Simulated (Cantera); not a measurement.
Feed: 1 mol CH3F, 0.49 mol CH4, 7.6 mol H2, held at 675 K and 75.0 mbar.

Method: chemical equilibrium by Gibbs-energy minimisation in Cantera with the NASA 1993 tables (ideal gas, pure condensed phases). Candidate condensed phases: C, C6H6, C7H8, C8H18; 95 gas species. Kinetics and transport are ignored.

Question: What is the equilibrium state?

Answer: 
```
Property                                   Result
--------------------------------------  ---------
x(H2)                                       0.726
x(CH4)                                      0.164
x(HF)                                       0.110
gas amount                              9.090 mol
log10 activity of C(graphite) (absent)      -0.55
```
